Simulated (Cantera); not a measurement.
**Si + NF3 + N2 (silicon etching in halogen gases)**

A closed system holds: 1 mol Si, a varied amount of NF3, 71 mol N2, held at 1325 K and 0.00550 bar.

These are equilibrium values from Cantera (NASA tables, ideal gas, pure condensed phases), not measurements of a reactor. Candidate condensed phases: Si, Si3N4; 16 gas species. The tables' values for SiF3, SiF2 are old estimates; treat these amounts as uncertain. Equilibrium is a limit: real reactors are often held back by kinetics, nucleation or transport.

From 0.94 mol NF3 to 1.3 mol NF3 the condensed part is Si3N4(s). From 1.5 mol NF3 to 4.3 mol NF3 nothing is condensed. The main Si-bearing gas is SiF4 throughout.

```csv
n(NF3) (mol),x N2,x F,x SiF4,x SiF3,x F2,x SiF2,n Si3N4(s)
0.94,0.990,<1e-12,0.00931,0.000623,<1e-12,3.35e-5,0.0942
1.1,0.988,<1e-12,0.0109,0.000700,<1e-12,3.63e-5,0.0537
1.3,0.986,<1e-12,0.0128,0.000792,<1e-12,3.94e-5,0.00306
1.5,0.980,0.00683,0.0137,<1e-12,2.01e-7,<1e-12,0
1.7,0.972,0.0149,0.0135,<1e-12,9.56e-7,<1e-12,0
2,0.960,0.0267,0.0133,<1e-12,3.07e-6,<1e-12,0
2.3,0.949,0.0381,0.0131,<1e-12,6.28e-6,<1e-12,0
2.7,0.934,0.0529,0.0129,<1e-12,1.21e-5,<1e-12,0
3.2,0.917,0.0707,0.0126,<1e-12,2.16e-5,<1e-12,0
3.7,0.900,0.0876,0.0124,<1e-12,3.32e-5,<1e-12,0
4.3,0.881,0.107,0.0120,<1e-12,4.96e-5,<1e-12,0
```
x: gas mole fraction; n: condensed amount in mol.
